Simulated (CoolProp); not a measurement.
The numbers come from the reference Helmholtz-energy equation of state, Jacobsen 1992 in CoolProp.

### Question
For R11, give the phase and the speed of sound (m/s), viscosity (µPa s), Prandtl number, fugacity coefficient at 190.85 °C and 1.8 MPa; 152.35 °C and 14.7 MPa.

### Answer
- 190.85 °C and 1.8 MPa: gas; speed of sound 152, viscosity 16.3, Prandtl number 0.767, fugacity coefficient 0.858
- 152.35 °C and 14.7 MPa: liquid; speed of sound 479, viscosity 188, Prandtl number 2.92, fugacity coefficient 0.175

Viscosity comes from a separate model (Klein 1997), an estimate that may be off by 10 % or more. Thermal conductivity comes from a separate model (McLinden 2000), an estimate that may be off by 10 % or more.
